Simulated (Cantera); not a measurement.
## Ignition delay

Mixture: H2 : O2 : N2 = 1 : 0.602 : 2.27 (molar parts), equivalence ratio 0.83, at 38.0 bar, adiabatic and at constant volume. Ignition delay is the time to a rise of 400 K.

Cantera simulation using the H2/O2 subset of GRI-Mech 3.0, which has no nitrogen chemistry; the numbers are that mechanism's predictions, not measurements. The hydrogen kinetics of GRI-Mech 3.0 are dated; newer H2 mechanisms differ, most at raised pressure. The pressure lies above the range GRI-Mech 3.0 was tuned for (to about 10 atm).

```json
[
 {"T0 (K)": "1123", "delay (ms)": "0.396"},
 {"T0 (K)": "1223", "delay (ms)": "0.0745"},
 {"T0 (K)": "1323", "delay (ms)": "0.0151"},
 {"T0 (K)": "1423", "delay (ms)": "0.00265"},
 {"T0 (K)": "1523", "delay (ms)": "0.000630"},
 {"T0 (K)": "1623", "delay (ms)": "0.000322"},
 {"T0 (K)": "1723", "delay (ms)": "0.000213"},
 {"T0 (K)": "1823", "delay (ms)": "0.000158"},
 {"T0 (K)": "1923", "delay (ms)": "0.000125"}
]
```

| Quantity | Value |
|---|---|
| apparent activation energy between 1723 and 1923 K | 73 kJ/mol |
